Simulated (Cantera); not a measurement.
A perfectly stirred reactor is fed with 22.9 % H2, 21.1 % O2, 56.0 % N2, equivalence ratio 0.54, at 5.00 bar; it is adiabatic with a 398 K inlet, and is followed from long to short residence time, starting on the burning branch (τ in s: 0.021, 0.011, 0.0057, 0.003, 0.0016, 0.00083, 0.00044, 0.00023, 0.00012, 6.3e-05, 3.3e-05, 1.7e-05, 9.1e-06).

Model: GRI-Mech 3.0 (53 species, 325 reactions), integrated in Cantera. The hydrogen kinetics of GRI-Mech 3.0 are dated; newer H2 mechanisms differ, most at raised pressure.

**Question.** Predict: blow-out, bracketed by the residence times tried; x(H2) at τ = 21.0 ms; x(O2) at τ = 21.0 ms; x(H2O2) at τ = 21.0 ms; x(NO) at τ = 21.0 ms; x(NO2) at τ = 21.0 ms; x(H2) at τ = 0.440 ms; x(O2) at τ = 0.440 ms; x(H2O2) at τ = 0.440 ms; x(NO) at τ = 0.440 ms; x(NO2) at τ = 0.440 ms.

**Answer.** 
```json
{
  "blow_out_bracketed_by_the_residence_times_tried": "burning at 9.10 µs, the shortest tried",
  "x(H2) at τ = 21.0 ms": "0.000271",
  "x(O2) at τ = 21.0 ms": "0.108",
  "x(H2O2) at τ = 21.0 ms": "5.08e-7",
  "x(NO) at τ = 21.0 ms": "0.000364",
  "x(NO2) at τ = 21.0 ms": "8.80e-7",
  "x(H2) at τ = 0.440 ms": "0.00153",
  "x(O2) at τ = 0.440 ms": "0.107",
  "x(H2O2) at τ = 0.440 ms": "9.12e-7",
  "x(NO) at τ = 0.440 ms": "3.94e-5",
  "x(NO2) at τ = 0.440 ms": "1.32e-7"
}
```
